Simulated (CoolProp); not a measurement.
Vapour-liquid equilibrium of ethanol (1) + toluene (2) at 0.999 MPa; x and y are mole fractions of (1).

Computed with CoolProp (multi-fluid Helmholtz-energy mixture model, Schroeder 2014 and Lemmon 2006; pair parameters Bell 2016).

```json
[
 {"x": "0.05", "bubble temperature, mixture model (K)": "471.1", "bubble temperature, Raoult's law (K)": "481.5", "y, mixture model": "0.266", "y, Raoult's law": "0.175"},
 {"x": "0.15", "bubble temperature, mixture model (K)": "450.6", "bubble temperature, Raoult's law (K)": "468.7", "y, mixture model": "0.518", "y, Raoult's law": "0.410"},
 {"x": "0.25", "bubble temperature, mixture model (K)": "441.0", "bubble temperature, Raoult's law (K)": "459.2", "y, mixture model": "0.623", "y, Raoult's law": "0.564"},
 {"x": "0.35", "bubble temperature, mixture model (K)": "435.8", "bubble temperature, Raoult's law (K)": "451.7", "y, mixture model": "0.681", "y, Raoult's law": "0.673"},
 {"x": "0.45", "bubble temperature, mixture model (K)": "432.5", "bubble temperature, Raoult's law (K)": "445.5", "y, mixture model": "0.721", "y, Raoult's law": "0.755"},
 {"x": "0.55", "bubble temperature, mixture model (K)": "430.2", "bubble temperature, Raoult's law (K)": "440.3", "y, mixture model": "0.756", "y, Raoult's law": "0.820"},
 {"x": "0.65", "bubble temperature, mixture model (K)": "428.2", "bubble temperature, Raoult's law (K)": "435.8", "y, mixture model": "0.793", "y, Raoult's law": "0.873"},
 {"x": "0.75", "bubble temperature, mixture model (K)": "426.6", "bubble temperature, Raoult's law (K)": "431.9", "y, mixture model": "0.836", "y, Raoult's law": "0.916"},
 {"x": "0.85", "bubble temperature, mixture model (K)": "425.2", "bubble temperature, Raoult's law (K)": "428.4", "y, mixture model": "0.890", "y, Raoult's law": "0.953"},
 {"x": "0.95", "bubble temperature, mixture model (K)": "424.2", "bubble temperature, Raoult's law (K)": "425.3", "y, mixture model": "0.959", "y, Raoult's law": "0.986"}
]
```

The largest gap from Raoult's law is -18.2 K in bubble temperature, at x = 0.25. No azeotrope shows between x = 0.05 and 0.95.

The pair parameters rest on a limited set of measurements; away from them the model extrapolates.
